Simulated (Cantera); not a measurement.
An isothermal, constant-pressure homogeneous reactor starts with 1.09 % H2, 98.9 % O2, at 950 K and 0.975 Torr.

Detailed kinetics in Cantera: GRI-Mech 3.0 (53 species, 325 reactions). Radical loss at walls, strong at low pressure, is not modelled.

One state of this run: x H2 = 5.37e-5; x O2 = 0.981; x O = 0.00748; x H = 0.000921; x H2O = 0.0102. x: mole fraction; the columns are a selection and need not sum to one.

**Question.** Which value of t (s) does it belong to?
(A) 0.0687
(B) 0.00600
(C) 0.786
(D) 0.232

**Answer.** C, 0.786
